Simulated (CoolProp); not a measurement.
Computed with CoolProp (reference Helmholtz-energy equation of state, Jacobsen 1992).

Problem. For R11, give the phase and the density (kg/m³), cp (kJ/(kg K)), cv (kJ/(kg K)), expansivity (1/kK) at 412.4 K and 236 bar; 453.2 K and 236 bar.

Solution. 
- 412.4 K and 236 bar: liquid; density 1290, cp 0.929, cv 0.641, expansivity 1.75
- 453.2 K and 236 bar: liquid; density 1200, cp 0.957, cv 0.654, expansivity 2.00
